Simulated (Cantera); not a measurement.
Mixture: 5.56 % CH₄, 19.9 % O₂, 74.6 % N₂, at 10.0 bar, adiabatic and at constant volume. Ignition delay is the time to a rise of 400 K.

Model: GRI-Mech 3.0 (53 species, 325 reactions), integrated in Cantera.

Problem. Predict: delay at 1273 K; delay at 1423 K; delay at 1573 K; delay at 1723 K; delay at 1873 K; apparent activation energy between 1798 and 1948 K.

Solution. 
| Property | Value |
|---|---|
| delay at 1273 K | 1.47 ms |
| delay at 1423 K | 0.297 ms |
| delay at 1573 K | 75.2 µs |
| delay at 1723 K | 23.6 µs |
| delay at 1873 K | 8.98 µs |
| apparent activation energy between 1798 and 1948 K | 170 kJ/mol |
